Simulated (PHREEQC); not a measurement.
Model water analysis in mg/L, 25 °C, pH 3.03, pe 9.1:

```json
[
 {"constituent": "Na", "mg/L": "3.81"},
 {"constituent": "K", "mg/L": "0.0333"},
 {"constituent": "Ca", "mg/L": "254"},
 {"constituent": "Mg", "mg/L": "29.1"},
 {"constituent": "Cl", "mg/L": "98"},
 {"constituent": "S(6) as SO4", "mg/L": "707"},
 {"constituent": "N(5) as NO3", "mg/L": "0.0967"},
 {"constituent": "P as PO4", "mg/L": "4.75"},
 {"constituent": "Si as SiO2", "mg/L": "0.207"}
]
```

Cl is adjusted to close the charge balance.
Valence states are taken as typed.

The numbers come from PHREEQC with the ion-association model, phreeqc.dat.

Question: The ionic strength comes out as 0.0237 mol/kgw. What activity coefficients do Ca+2, Na+, CaHSO4+, SO4-2, H+ get?

Answer: Ca+2 0.57, Na+ 0.86, CaHSO4+ 0.86, SO4-2 0.56, H+ 0.88.

Precipitation was switched off in this run.
